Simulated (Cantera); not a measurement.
## Thermodynamics of boron, boron nitride and boron oxide, feed BF3 + H2O + H2

Input: 1 mol BF3, 0.86 mol H2O, 3.7 mol H2, equilibrated at 13.3 mbar.

These are equilibrium values from Cantera (NASA tables, ideal gas, pure condensed phases), not measurements of a reactor. Candidate condensed phases: B, B2O3, B3O3H3, H2O; 43 gas species. The tables' values for BF2 are old estimates; treat these amounts as uncertain. Gases not in the tables: H3BO3. Rates play no part.

```
T (K)  log p H2  log p HF  log p BOF  log p BF3  log p H2O  log p B3O3F3  log p H  n B2O3(l)
-----  --------  --------  ---------  ---------  ---------  ------------  -------  ---------
998       -2.06     -2.76      -5.27      -2.80      -2.94         -3.77    -9.70     0.0493
1098      -2.06     -2.70      -4.39      -2.83      -3.00         -3.76    -8.64     0.0616
1198      -2.07     -2.65      -3.66      -2.88      -3.07         -3.77    -7.76     0.0508
1298      -2.08     -2.62      -3.12      -2.97      -3.16         -3.96    -7.01          0
1398      -2.10     -2.56      -2.90      -3.10      -3.36         -4.89    -6.37          0
1498      -2.11     -2.50      -2.82      -3.24      -3.62         -6.01    -5.82          0
1598      -2.11     -2.48      -2.79      -3.36      -3.91         -7.08    -5.33          0
1698      -2.11     -2.46      -2.77      -3.45      -4.23         -8.06    -4.90          0
1798      -2.12     -2.45      -2.76      -3.51      -4.54         -8.96    -4.51          0
1898      -2.12     -2.45      -2.76      -3.57      -4.83         -9.77    -4.17          0
1998      -2.12     -2.44      -2.76      -3.65      -5.06        -10.51    -3.86          0
```
log p: log10 of the partial pressure in bar; n: condensed amount in mol.

From 998 K to 1198 K the condensed part is B2O3(l). From 1298 K to 1998 K nothing is condensed.
